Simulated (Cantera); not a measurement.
## Equilibrium for aluminium nitride and oxide growth: Al(CH3)3 + N2

A closed system holds: 1 mol Al(CH3)3, 70 mol N2, equilibrated at 1600 K and 10000 Pa.

These are equilibrium values from Cantera (NASA tables, ideal gas, pure condensed phases), not measurements of a reactor. Candidate condensed phases: Al, AlN, C, C6H6, C7H8, C8H18; 97 gas species. The feed counts by its element totals alone. Rates play no part.

- x(N2): 0.939
- x(H2): 0.0605
- x(HCN): 0.000488
- x(H): 4.23e-5
- x(HNC): 1.12e-5
- x(C2H2 (acetylene)): 1.67e-6
- n(AlN(s)): 1.000 mol
- n(C(graphite)): 2.96 mol
- gas amount: 74.00 mol
- log10 activity of Al(l) (absent): -4.10
